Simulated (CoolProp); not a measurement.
Aqueous potassium acetate as a coolant, at -18 °C, 1 atm.

The numbers come from the Melinder's fits for secondary coolants in CoolProp.

| mass % | freezing point (°C) | conductivity (W/(m K)) | viscosity (mPa s) | cp (kJ/(kg K)) | Prandtl number |
|---|---|---|---|---|---|
| 28.3 | -20.5 | 0.456 | 8.30 | 3.202 | 58.3 |
| 31.8 | -26.1 | 0.448 | 9.75 | 3.099 | 67.5 |
| 35.4 | -32.7 | 0.439 | 11.7 | 2.994 | 80.0 |
| 38.9 | -39.8 | 0.431 | 14.3 | 2.895 | 95.8 |
| 42.5 | -47.3 | 0.423 | 17.6 | 2.797 | 116 |
